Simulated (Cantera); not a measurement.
Cantera run:

```python
import numpy as np
import cantera as ct

gas_names = """
    B BF BF2 BF3 BO BOF BOF2 BO2 B2 B2O B2O2 B2O3 B3O3F3 F FO FO2 F2 F2O O O2 O3
""".split()
cond_names = """
    B(b) B(L) B2O3(L)
""".split()


# ... load() reads the species with a 1 bar reference pressure and builds the phases ...
atoms = {
    'B2O3': {'B': 2, 'O': 3},
    'F2': {'F': 2},
    'O2': {'O': 2},
}
top_T = {}  # K; cautious upper limits of use, not melting points


# ... equilibrate(T, P, feed) seeds the gas with the atoms and calls Mixture.equilibrate('TP', solver="vcs", rtol=1e-11, max_steps=5000) ...
results = []
feed = {'B2O3': 1, 'F2': 1.9, 'O2': 9.1}  # mol
T = 1600  # K
P = 16  # Pa
mix = equilibrate(T, P, feed)
results.append((T, P, feed, dict(zip(mix.species_names, mix.species_moles))))
x = sorted(zip(gas.X, gas.species_names), reverse=True)
print(f"T = {T:g} K  P = {P:g} Pa  gas = {mix.phase_moles(0):.4g} mol")
print("   x: " + "  ".join(f"{s} {v:.3e}" for v, s in x if v > 1e-05))
print("   condensed (mol): " + ("  ".join(f"{mix.phase(i).name} {mix.phase_moles(i):.4g}"
      for i in range(1, mix.n_phases) if mix.phase_moles(i) > 1e-12) or "none"))
```

Result:

```
T = 1600 K  P = 16 Pa  gas = 12.06 mol
   x: O2 8.327e-01  BOF 9.138e-02  BF3 7.440e-02  O 1.046e-03  F 4.120e-04  BOF2 5.211e-05
   condensed (mol): none
```

Cantera equilibrium calculation (NASA polynomials, part measured and part estimated; ideal gas, pure solids and liquids).
